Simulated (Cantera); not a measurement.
Low-pressure radical oxidation in H2/O2

An isothermal, constant-pressure homogeneous reactor starts with 0.206 % H2, 17.2 % O2, 82.6 % N2, equivalence ratio 0.0060, at 1075 K and 0.00630 bar.

Cantera simulation using the H2/O2 subset of GRI-Mech 3.0, which has no nitrogen chemistry; the numbers are that mechanism's predictions, not measurements. Radical loss at walls, strong at low pressure, is not modelled.

```tsv
t (s)	x H2	x O2	x H	x O	x OH	x H2O	x HO2
6.00e-6	0.00206	0.172	<1e-12	<1e-12	<1e-12	<1e-12	<1e-12
1.90e-5	0.00206	0.172	<1e-12	<1e-12	<1e-12	<1e-12	<1e-12
6.00e-5	0.00206	0.172	<1e-12	<1e-12	<1e-12	<1e-12	<1e-12
0.000190	0.00206	0.172	1.89e-12	<1e-12	<1e-12	<1e-12	2.08e-12
0.000600	0.00206	0.172	5.00e-12	1.66e-12	1.61e-12	<1e-12	6.59e-12
0.00190	0.00206	0.172	1.06e-11	1.21e-11	1.09e-11	1.90e-12	2.09e-11
0.00600	0.00206	0.172	2.38e-11	7.55e-11	5.77e-11	3.38e-11	6.61e-11
0.0190	0.00206	0.172	1.39e-10	7.69e-10	4.79e-10	7.04e-10	2.12e-10
0.0600	0.00206	0.172	2.07e-8	1.27e-7	7.50e-8	1.47e-7	1.29e-9
0.190	0.000108	0.170	0.000234	0.00140	0.000197	0.00174	2.35e-7
0.600	9.10e-6	0.170	0.000104	0.00133	9.46e-5	0.00196	1.47e-7
1.90	5.22e-6	0.171	4.46e-5	0.000756	7.16e-5	0.00200	1.16e-7
6.00	1.59e-6	0.171	7.49e-6	0.000230	3.97e-5	0.00204	6.67e-8
19.0	2.65e-7	0.171	5.19e-7	3.87e-5	1.63e-5	0.00206	2.46e-8
60.0	3.51e-8	0.171	2.57e-8	5.21e-6	6.01e-6	0.00206	6.18e-9
```
x: mole fraction; the columns are a selection and need not sum to one.

Equilibrium at this temperature and pressure: H2 4.44e-11, O2 0.171, H 1.24e-12, O 6.88e-9, OH 2.19e-7, H2O 0.00207, HO2 9.88e-11 (gas phase only).
